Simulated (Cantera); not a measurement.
An adiabatic, constant-volume homogeneous reactor starts with CH4 : CO : O2 : N2 = 3 : 0.18 : 5.81 : 21.8 (molar parts), equivalence ratio 1.0, at 1725 K and 1.01 bar.

Cantera simulation using GRI-Mech 3.0 (53 species, 325 reactions); the numbers are that mechanism's predictions, not measurements.

### Question
Predict: time of steepest temperature rise; temperature at 0.200 s; equilibrium temperature; x(CO) at 0.200 s; x(O2) at 0.200 s; x(NO) at 0.200 s; x(O) at 0.200 s.

### Answer
```
Item                                                              Result
---------------------------------  -------------------------------------
time of steepest temperature rise                               0.173 ms
temperature at 0.200 s                                            2968 K
equilibrium temperature                                           2968 K
x(CO) at 0.200 s                   0.0583 (gas-phase equilibrium 0.0583)
x(O2) at 0.200 s                   0.0202 (gas-phase equilibrium 0.0202)
x(NO) at 0.200 s                   0.0130 (gas-phase equilibrium 0.0130)
x(O) at 0.200 s                    0.0106 (gas-phase equilibrium 0.0106)
```
